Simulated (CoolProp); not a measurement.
Saturation properties of methane.

Values from CoolProp's reference Helmholtz-energy equation of state, Setzmann 1991.

```csv
T (°C),p (MPa),liquid density (kg/m³),vapour density (kg/m³),liquid viscosity (µPa s)
-154.95,0.1682,412.6,2.895,102
-151.95,0.2082,408.1,3.525,95.8
-149.05,0.2534,403.5,4.229,90.6
-146.15,0.3055,398.9,5.033,85.8
-143.15,0.3673,394.0,5.980,81.2
-140.25,0.4355,389.2,7.020,77.1
-137.35,0.5125,384.3,8.192,73.2
-134.45,0.5991,379.2,9.510,69.6
-131.45,0.6994,373.8,11.04,66.1
-128.55,0.8074,368.4,12.70,62.9
-125.65,0.9270,362.8,14.56,59.9
-122.65,1.064,356.9,16.70,56.9
-119.75,1.209,350.9,19.02,54.1
-116.85,1.368,344.7,21.62,51.4
-113.85,1.548,337.9,24.63,48.7
```

It boils at -161.5 °C under 1 atm.

Viscosity comes from a separate model (Quiñones-Cisneros 2006).
